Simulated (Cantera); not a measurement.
Feed: 1 mol PbO, 2.6 mol CO, 10 mol H₂, equilibrated at 6380 Torr.

Equilibrium computed with Cantera from the NASA thermochemical tables; the gas is ideal and each condensed phase is pure. Candidate condensed phases: C, C₆H₆, C₇H₈, C₈H₁₈, H₂O, Pb, PbO, PbO₂, Pb₃O₄; 113 gas species. The numbers say what is thermodynamically allowed, not how fast it happens.

x: gas mole fraction; n: condensed amount in mol.

```csv
T (K),x H₂,x CO,x H₂O,x CO₂,x Pb,x CH₄,n Pb(l)
1298,0.717,0.192,0.0740,0.0113,0.000301,0.00512,0.996
1348,0.720,0.195,0.0722,0.00998,0.000562,0.00248,0.993
1398,0.721,0.196,0.0717,0.00903,0.00100,0.00123,0.987
1448,0.720,0.197,0.0717,0.00828,0.00172,0.000629,0.978
1498,0.719,0.198,0.0719,0.00766,___,___,0.964
1548,0.718,0.198,0.0721,0.00714,___,___,0.943
1598,0.716,0.198,0.0723,0.00667,0.00701,0.000106,0.911
```

Task: Fill in the missing entries.

Result: 
- 1548, x Pb: 0.00452
- 1548, x CH₄: 0.000185
- 1498, x Pb: 0.00283
- 1498, x CH₄: 0.000335
